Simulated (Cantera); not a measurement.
A perfectly stirred reactor is fed with H₂ : O₂ : N₂ = 1.4 : 1 : 11 (molar parts), at 0.220 bar; it is held at 1025 K, and followed from long to short residence time.

Detailed kinetics in Cantera: the H2/O2 subset of GRI-Mech 3.0, which has no nitrogen chemistry. The temperature is held fixed by assumption; the heat of reaction is taken as removed at once.

```json
[
 {"quantity": "x(H₂) at τ = 12.0 s", "before": "0.000110", "after": "0.104"},
 {"quantity": "x(O₂) at τ = 12.0 s", "before": "0.0237", "after": "0.0746"},
 {"quantity": "x(H) at τ = 12.0 s", "before": "2.70e-6", "after": "1.99e-10"},
 {"quantity": "x(O) at τ = 12.0 s", "before": "6.27e-6", "after": "1.62e-11"},
 {"quantity": "x(HO₂) at τ = 12.0 s", "before": "1.84e-6", "after": "4.84e-7"},
 {"quantity": "x(H₂) at τ = 43.0 ms", "before": "0.00338", "after": "0.104"},
 {"quantity": "x(O₂) at τ = 43.0 ms", "before": "0.0252", "after": "0.0746"},
 {"quantity": "x(H) at τ = 43.0 ms", "before": "0.000674", "after": "<1e-12"},
 {"quantity": "x(O) at τ = 43.0 ms", "before": "0.000268", "after": "<1e-12"},
 {"quantity": "x(HO₂) at τ = 43.0 ms", "before": "6.43e-6", "after": "5.05e-11"}
]
```

Problem. Name the change that produced these shifts.
A) pressure from 0.220 bar to 1.00 bar
B) H2 1.4 to 3.3 parts
C) temperature 1025 to 775 K
D) temperature 1025 to 1350 K

Solution. C, temperature 1025 to 775 K
